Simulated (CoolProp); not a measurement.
A closed Brayton cycle with nitrogen: compressor inlet 312.15 K and 2.3 MPa, high pressure 5.48 MPa, turbine inlet 970 K, compressor efficiency 0.8, turbine efficiency 0.85, recuperator effectiveness 0 (on enthalpy, no pinch check). Each further row changes one setting.

Model: reference Helmholtz-energy equation of state, Span 2000, in CoolProp.

```tsv
case	thermal efficiency (%)	net work (kJ/kg)	compressor to turbine work	compressor exit (K)	turbine exit (K)
as stated	___	77.7	0.60	422.5	803.5
turbine inlet 920 K	12.3	___	0.63	422.5	760.7
compressor inlet 322.15 K	12.4	___	0.62	435.9	803.5
high pressure 4.66 MPa	10.8	___	0.57	___	832.2
recuperator effectiveness 0.5	19.3	77.7	0.60	422.5	803.5
```

Task: Fill in the missing entries.

Result: 
- as stated, thermal efficiency (%): 12.7
- turbine inlet 920 K, net work (kJ/kg): 67.7
- compressor inlet 322.15 K, net work (kJ/kg): 73.9
- high pressure 4.66 MPa, net work (kJ/kg): 68.7
- high pressure 4.66 MPa, compressor exit (K): 399.7
